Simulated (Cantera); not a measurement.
Feed: 1 mol TiO2, 0.7 mol CH4, 0.049 mol CO, equilibrated at 1375 K and 13.3 mbar.

Equilibrium computed with Cantera from the NASA thermochemical tables; the gas is ideal and each condensed phase is pure. Candidate condensed phases: C, C6H6, C7H8, C8H18, H2O, Ti, TiC, TiO, TiO2, Ti2O3, Ti3O5, Ti4O7; 113 gas species. Mutual solubility and eutectic melting of coexisting phases are not modelled. TiC: taken at fixed stoichiometry. Rates play no part.

Base state: H2 0.677, CO 0.323, H2O 5.11e-5, H 2.44e-5, CO2 1.18e-5 (mole fractions); condensed: TiC(s) + Ti2O3(s).

Q: What changes in the equilibrium state with this change: pressure from 13.3 mbar to 7.60 bar?

A: 
| species | before | after |
|---|---|---|
| H2 | 0.677 | 0.801 |
| CO | 0.323 | 0.169 |
| CH4 | 7.97e-6 | 0.0243 |
| H2O | 5.11e-5 | 0.00475 |
| CO2 | 1.18e-5 | 0.000486 |
| H | 2.44e-5 | 1.11e-6 |
| TiC(s), mol | 0.0800 | 0 |
| Ti2O3(s), mol | 0.460 | 0 |
| C(graphite), mol | 0 | 0.431 |
| TiO2(rutile), mol | 0 | 0.0479 |
| Ti4O7(s), mol | 0 | 0.238 |
Condensed phases not in the tables: Magnéli phases beyond Ti4O7. Gases not in the tables: TiO(OH)2.
